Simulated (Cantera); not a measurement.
A perfectly stirred reactor is fed with CH4 : H2 : O2 : N2 = 1 : 0.033 : 1.55 : 7.45 (molar parts), at 1.00 atm; it is adiabatic with a 775 K inlet, and is followed from long to short residence time, starting on the burning branch (τ in s: 0.05, 0.023, 0.011, 0.0049, 0.0023, 0.0011, 0.00049, 0.00022, 0.0001, 4.8e-05).

Detailed kinetics in Cantera: GRI-Mech 3.0 (53 species, 325 reactions).

x: mole fraction; the columns are a selection and need not sum to one.

```csv
τ (s),T (K),x CH4,x H2,x O2,x OH,x NO,x O,x HO2
0.050,2174,1.97e-5,0.0365,0.000183,(withheld),0.000327,6.00e-5,5.87e-8
0.023,2165,2.76e-5,0.0365,0.000302,(withheld),0.000352,9.73e-5,1.01e-7
0.011,2155,3.93e-5,0.0366,0.000486,(withheld),0.000365,0.000153,1.66e-7
0.0049,2140,6.14e-5,0.0366,0.000806,(withheld),0.000365,0.000244,2.78e-7
0.0023,2123,9.96e-5,0.0368,0.00128,(withheld),0.000349,0.000357,4.42e-7
0.0011,2103,0.000171,0.0369,0.00201,0.00339,0.000319,0.000486,6.99e-7
0.00049,2077,0.000339,0.0371,0.00339,0.00364,0.000267,0.000624,1.24e-6
0.00022,2040,0.000759,0.0373,0.00622,0.00356,0.000191,0.000716,2.66e-6
0.00010,1947,0.00261,0.0386,0.0155,(withheld),6.78e-5,0.000595,1.11e-5
4.8e-5,775,0.0997,0.00329,0.154,<1e-12,<1e-12,<1e-12,<1e-12
```

Complete the blanks.


- 0.050, x OH: 0.00132
- 0.023, x OH: 0.00167
- 0.011, x OH: 0.00206
- 0.0049, x OH: 0.00255
- 0.0023, x OH: 0.00300
- 0.00010, x OH: 0.00239
